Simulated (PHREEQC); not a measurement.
## Metal-bearing waste water

Make-up at 25 °C: 0.0008 mol/kgw CuSO4, 0.0062 mol/kgw CaCl2 and 0.0026 mol/kgw NaCl. Closed to the air; pH follows from the charge balance.

The numbers come from PHREEQC with the ion-association model, phreeqc.dat.

No solid was allowed to form.

Q: Estimate the pH, specific conductance.

A: pH 5.42; specific conductance 1880 µS/cm.

Q: In which forms is Ca present?

A: Ca+2 97 %, CaSO4 3.1 % of the Ca.
